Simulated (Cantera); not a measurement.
An isothermal, constant-pressure homogeneous reactor starts with N₂O : H₂O = 1 : 0.0053 (molar parts), at 1375 K and 0.210 bar.

Detailed kinetics in Cantera: GRI-Mech 3.0 (53 species, 325 reactions). GRI-Mech 3.0 was tuned for natural gas; its chemistry of N2O as a main component is partial and can be far from experiment. The mechanism lacks the step 2 NO + O2 → 2 NO2, which can matter for NO2 below about 1400 K. The temperature is held fixed by assumption; the heat of reaction is taken as removed at once.

x: mole fraction; the columns are a selection and need not sum to one.

```tsv
t (s)	x N₂O	x H₂O	x NO	x O	x HO₂
1.00e-5	0.995	0.00527	1.07e-6	8.80e-6	2.75e-10
4.60e-5	0.995	0.00527	1.31e-5	1.82e-5	?
0.000211	0.994	0.00527	8.37e-5	1.94e-5	?
0.000972	0.991	0.00526	0.000406	1.93e-5	4.51e-6
0.00447	0.979	0.00523	0.00181	1.90e-5	4.32e-6
0.0206	0.926	0.00513	0.00788	1.85e-5	?
0.0946	0.725	0.00478	0.0309	1.79e-5	?
0.435	0.279	0.00399	0.0805	1.61e-5	?
2.00	0.0140	0.00354	0.104	4.62e-6	?
```

What belongs in the gaps?


- 4.60e-5, x HO₂: 1.70e-8
- 0.000211, x HO₂: 5.00e-7
- 0.0206, x HO₂: 1.80e-6
- 0.0946, x HO₂: 4.81e-7
- 0.435, x HO₂: 8.64e-8
- 2.00, x HO₂: 1.65e-8
